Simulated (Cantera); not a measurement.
A closed system holds: 1 mol BN, a varied amount of O₂, 1.7 mol N₂, 12 mol H₂, held at 1402 °C and 690 Pa.

Method: chemical equilibrium by Gibbs-energy minimisation in Cantera with the NASA 1993 tables (ideal gas, pure condensed phases). Candidate condensed phases: B, BN, B₂O₃, B₃O₃H₃, H₂O; 39 gas species. Equilibrium is a limit: real reactors are often held back by kinetics, nucleation or transport.

Question: At 0.68 mol O₂, list the 6 most abundant gas species with their mole fractions, and the condensed phases.

Answer: H₂ 0.797, N₂ 0.150, HBO 0.0236, B₂O₃ 0.0129, HBO₂ 0.0110, B₂O₂ 0.00341. Condensed: gas only.
